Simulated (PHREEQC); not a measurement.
# Polishing slurry liquid

Consider water at 25 °C with 100 mmol/kgw HNO3, 28 mmol/kgw Al(NO3)3 and 0.67 mmol/kgw CuSO4. Closed to the air; pH follows from the charge balance.

Equilibrium calculation in PHREEQC: ion-association model, phreeqc.dat.

| Item | Value |
|---|---|
| pH | 1.10 |
| ionic strength | 0.268 mol/kgw |
| specific conductance | 39200 µS/cm |
| density | 1.005 g/cm³ |
| total alkalinity | -100 meq/kg |

```csv
species,molality,activity,log γ
NO3-,0.184,0.123,-0.175
H+,0.0998,0.0785,-0.104
Al+3,0.0277,0.00318,-0.939
Cu+2,0.000669,0.000201,-0.523
AlSO4+,0.000332,0.000235,-0.150
HSO4-,0.000242,0.000178,-0.133
SO4-2,8.92e-5,2.34e-5,-0.582
AlHSO4+2,5.57e-6,1.64e-6,-0.532
AlOH+2,1.42e-6,4.01e-7,-0.551
CuSO4,9.00e-7,9.58e-7,0.027
Al(SO4)2-,2.45e-7,1.74e-7,-0.150
```

This is a speciation only: nothing precipitates in the calculation.
